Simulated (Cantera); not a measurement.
Input: 1 mol SrCl2, 3.4 mol HCl, 0.35 mol N2, equilibrated at 873 K and 0.0360 Torr.

Equilibrium computed with Cantera from the NASA thermochemical tables; the gas is ideal and each condensed phase is pure. Candidate condensed phases: NH4Cl, Sr, SrCl2; 15 gas species. The numbers say what is thermodynamically allowed, not how fast it happens.

### Question
What is the equilibrium state?

### Answer
```json
{
  "x(HCl)": "0.907",
  "x(N2)": "0.0933",
  "x(Cl)": "3.95e-6",
  "x(H2)": "2.36e-6",
  "n(SrCl2(s))": "1.00 mol",
  "gas_amount": "3.750 mol",
  "log10 activity of Sr(s) (absent)": "-30.68"
}
```
